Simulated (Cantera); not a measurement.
Feed: 1 mol SiH4, 0.18 mol NO, 0.18 mol O3, at 46.0 Pa.

Equilibrium computed with Cantera from the NASA thermochemical tables; the gas is ideal and each condensed phase is pure. Candidate condensed phases: H2O, Si, SiO2, Si2N2O, Si3N4; 35 gas species. Gases not in the tables: Si2H6 and higher silanes. Rates play no part.

**Question.** Which condensed phases are stable at each of these points (T (K)): 1673, 1698, 1723, 1748, 1773, 1798, 1823, 1848, 1873, 1898, 1923, 1948, 1973, 1998?

**Answer.** 
```
T (K)  condensed phases  Si condensed (%)
-----  ----------------  ----------------
1673              Si(s)              27.7
1698              Si(l)              27.6
1723              Si(l)              27.4
1748              Si(l)              27.1
1773              Si(l)              26.6
1798              Si(l)              26.0
1823              Si(l)              25.1
1848              Si(l)              23.9
1873              Si(l)              22.2
1898              Si(l)              19.8
1923              Si(l)              16.6
1948              Si(l)              12.1
1973              Si(l)               5.8
1998           gas only               0.0
```

At 1673 K the condensed part is Si(s). From 1698 K to 1973 K the condensed part is Si(l). At 1998 K nothing is condensed.
